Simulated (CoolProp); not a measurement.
R507A at several states: density (kg/m³) from the reference equation and from simpler models built on Tc = 70.6 °C, pc = 37.05 bar, ω = 0.286; each cubic takes its own stable root.

Computed with CoolProp (reference Helmholtz-energy equation of state, Lemmon 2003). It is a pseudo-pure fit of the blend.

```
T (°C)  p (bar)   phase  reference  van der Waals  Redlich-Kwong  Soave-Redlich-Kwong
------  -------  ------  ---------  -------------  -------------  -------------------
40.05      7.76     gas      33.26          32.15          32.74                32.92
9.05       57.9  liquid       1154          700.5          963.7                 1003
101.15    0.155     gas     0.4929         0.4929         0.4929               0.4929
```
